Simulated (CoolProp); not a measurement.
Vapour pressure (bar) of R1123: the reference equation beside estimates from Tc = 58.6 °C, pc = 45.49 bar, ω = 0.243. Clausius-Clapeyron is anchored at -39.15 °C with a constant enthalpy of vaporisation of 17.13 kJ/mol.

Values from CoolProp's reference Helmholtz-energy equation of state, Akasaka 2020.

```
T (°C)  reference  Clausius-Clapeyron  van der Waals  Soave-Redlich-Kwong
------  ---------  ------------------  -------------  -------------------
-47.25      1.981               2.042          7.911                1.976
-43.15      2.368               2.403          8.683                2.365
-39.15      2.800               2.800          9.481                2.800
-35.15      3.289               3.247          10.33                3.294
-31.05      3.856               3.759          11.24                3.867
-27.05      4.476               4.317          12.18                4.496
-23.05      5.170               4.935          13.18                5.200
-18.95      5.961               5.636          14.25                6.004
-14.95      6.817               6.390          15.34                6.875
-10.95      7.762               7.216          16.49                7.838
-6.85       8.829               8.144          17.72                8.926
-2.85       9.971               9.132          18.97                10.09
1.15        11.22               10.21          20.28                11.37
5.15        12.58               11.37          21.65                12.76
```

Absolute difference from the reference over all 14 rows, mean and median: Clausius-Clapeyron 5.0 and 5.0 %, van der Waals 161.3 and 147.0 %, Soave-Redlich-Kwong 0.7 and 0.7 %.
